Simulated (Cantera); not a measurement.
What does this Cantera script print?

```python
import numpy as np
import cantera as ct

gas = ct.Solution("gri30.yaml")


def delay(T, t_max=10):
    gas.TPX = T, 2500000, {'CH4': 1, 'C2H6': 0.16, 'O2': 6.4, 'N2': 24.1}
    reactor = ct.IdealGasConstPressureReactor(gas, clone=False)
    net = ct.ReactorNet([reactor])
    net.rtol, net.atol = 1e-8, 1e-16
    while net.time < t_max:
        t_old, T_old = net.time, reactor.T
        net.step()
        if reactor.T > T + 400:  # ignition: a rise of 400 K
            return t_old + (T + 400 - T_old) / (reactor.T - T_old) * (net.time - t_old)
    return np.nan


taus = []
for T in [1075, 1175, 1275, 1375, 1475, 1575, 1675]:
    taus.append(delay(T))
    print(f"T0 = {T:6g} K   tau = {taus[-1]:.4e} s")
```

Result:

```
T0 =   1075 K   tau = 4.5398e-03 s
T0 =   1175 K   tau = 9.1921e-04 s
T0 =   1275 K   tau = 2.3725e-04 s
T0 =   1375 K   tau = 7.6109e-05 s
T0 =   1475 K   tau = 2.9494e-05 s
T0 =   1575 K   tau = 1.3209e-05 s
T0 =   1675 K   tau = 6.5904e-06 s
```

Detailed kinetics in Cantera: GRI-Mech 3.0 (53 species, 325 reactions). The pressure lies above the range GRI-Mech 3.0 was tuned for (to about 10 atm).
